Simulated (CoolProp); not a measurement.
A single-stage vapour-compression cycle with CH3F (R41): evaporating at 201.15 K (dew point), condensing at 229.15 K (bubble point), superheat 0 K, subcooling 8 K, compressor efficiency 0.85, no pressure losses. Each further row changes one setting.

Values from CoolProp's reference Helmholtz-energy equation of state, Lemmon 2006. It is a short technical equation, of lower accuracy than the large ones.

```json
[
 {"case": "as stated", "cooling COP": "5.53", "pressure ratio": "3.47", "discharge temperature (K)": "279.0", "refrigerating effect (kJ/kg)": "436", "volumetric capacity (kJ/m³)": "1330"},
 {"case": "evaporating temperature 206.15 K", "cooling COP": "7.07", "pressure ratio": "2.71", "discharge temperature (K)": "267.7", "refrigerating effect (kJ/kg)": "439", "volumetric capacity (kJ/m³)": "1690"},
 {"case": "condensing temperature 224.15 K", "cooling COP": "6.89", "pressure ratio": "2.85", "discharge temperature (K)": "265.2", "refrigerating effect (kJ/kg)": "447", "volumetric capacity (kJ/m³)": "1360"},
 {"case": "subcooling 13 K", "cooling COP": "5.66", "pressure ratio": "3.47", "discharge temperature (K)": "279.0", "refrigerating effect (kJ/kg)": "447", "volumetric capacity (kJ/m³)": "1360"},
 {"case": "superheat 10 K", "cooling COP": "5.35", "pressure ratio": "3.47", "discharge temperature (K)": "293.2", "refrigerating effect (kJ/kg)": "449", "volumetric capacity (kJ/m³)": "1290"},
 {"case": "compressor efficiency 0.75", "cooling COP": "4.88", "pressure ratio": "3.47", "discharge temperature (K)": "287.8", "refrigerating effect (kJ/kg)": "436", "volumetric capacity (kJ/m³)": "1330"}
]
```
